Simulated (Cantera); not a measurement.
An adiabatic, constant-pressure homogeneous reactor starts with CH₄ : C₂H₆ : C₃H₈ : O₂ : N₂ = 1 : 0.15 : 0.11 : 8.09 : 30.4 (molar parts), equivalence ratio 0.38, at 1473 K and 750 Torr.

Computed with Cantera and GRI-Mech 3.0 (53 species, 325 reactions).

Task: Predict: time of steepest temperature rise; temperature at 4.00 s; equilibrium temperature.

Result: 
| Property | Result |
|---|---|
| time of steepest temperature rise | 0.142 ms |
| temperature at 4.00 s | 2236 K |
| equilibrium temperature | 2236 K |
